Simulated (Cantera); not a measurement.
An isothermal, constant-pressure homogeneous reactor starts with 2.78 % H₂, 77.2 % O₂, 20.1 % N₂, equivalence ratio 0.018, at 950 K and 0.00600 bar.

Computed with Cantera and the H2/O2 subset of GRI-Mech 3.0, which has no nitrogen chemistry. Radical loss at walls, strong at low pressure, is not modelled.

x: mole fraction; the columns are a selection and need not sum to one.

```
t (s)         x H₂   x O₂    x H₂O₂       x HO₂      x OH
--------  --------  -----  --------  ----------  --------
3.00e-6     0.0278  0.772    <1e-12      <1e-12    <1e-12
1.45e-5     0.0278  0.772    <1e-12      <1e-12    <1e-12
7.00e-5     0.0278  0.772    <1e-12    1.55e-12    <1e-12
0.000338    0.0278  0.772    <1e-12    7.51e-12  1.63e-12
0.00163     0.0278  0.772    <1e-12    3.66e-11  1.97e-11
0.00788     0.0278  0.772    <1e-12    2.41e-10   1.86e-9
0.0381     0.00467  0.758   7.45e-8  (withheld)   0.00154
0.184     0.000140  0.764   2.08e-8  (withheld)  0.000395
0.888      9.32e-6  0.768   1.69e-8  (withheld)   9.83e-5
4.29       4.14e-7  0.768   7.43e-9  (withheld)   2.21e-5
20.7       2.77e-8  0.768   2.09e-9  (withheld)   6.13e-6
100        3.12e-9  0.768  5.17e-10  (withheld)   2.14e-6
```

**Question.** Fill in the missing entries.

**Answer.** 
- 0.0381, x HO₂: 2.76e-6
- 0.184, x HO₂: 1.76e-6
- 0.888, x HO₂: 5.66e-7
- 4.29, x HO₂: 7.97e-8
- 20.7, x HO₂: 8.93e-9
- 100, x HO₂: 1.25e-9
